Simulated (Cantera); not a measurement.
Feed: 1 mol Si, 0.51 mol Br₂, 86 mol N₂, at 1450 K and 0.0660 bar.

Cantera equilibrium calculation (NASA polynomials, part measured and part estimated; ideal gas, pure solids and liquids). Candidate condensed phases: Br₂, Si, Si₃N₄; 13 gas species. N₂ is the only nitrogen source here; it is nearly inert below about 1500 K, so the nitride shown seldom forms there in practice. The tables' values for SiBr₃ are old estimates; treat these amounts as uncertain. Rates play no part.

Base state: N₂ 0.994, SiBr₂ 0.00288, Br 0.00248, SiBr₄ 0.000676, SiBr₃ 0.000294 (mole fractions); condensed: Si₃N₄(s).

Problem. What changes in the equilibrium state with this change: temperature from 1450 K to 1075 K?

Solution. 
```
species          before    after
-------------  --------  -------
N₂                0.994    0.997
SiBr₄          0.000676  0.00296
Br              0.00248  4.05e-5
SiBr₂           0.00288  2.34e-6
SiBr₃          0.000294  6.93e-6
Si₃N₄(s), mol     0.223    0.249
```

Problem. What changes in the equilibrium state with this change: pressure from 0.0660 bar to 0.00133 bar?

Solution. 
| species | before | after |
|---|---|---|
| N₂ | 0.994 | 0.992 |
| Br | 0.00248 | 0.00511 |
| SiBr₂ | 0.00288 | 0.00333 |
| SiBr₄ | 0.000676 | 1.35e-6 |
| SiBr₃ | 0.000294 | 1.41e-5 |
| Si₃N₄(s), mol | 0.223 | 0.237 |

Problem. What changes in the equilibrium state with this change: Br₂ from 0.51 to 1.8 mol?

Solution. 
| species | before | after |
|---|---|---|
| N₂ | 0.994 | 0.983 |
| SiBr₄ | 0.000676 | 0.00571 |
| Br | 0.00248 | 0.00569 |
| Br₂ | 7.88e-6 | 4.14e-5 |
| SiBr₃ | 0.000294 | 0.00108 |
| SiBr₂ | 0.00288 | 0.00463 |
| Si₃N₄(s), mol | 0.223 | 0 |
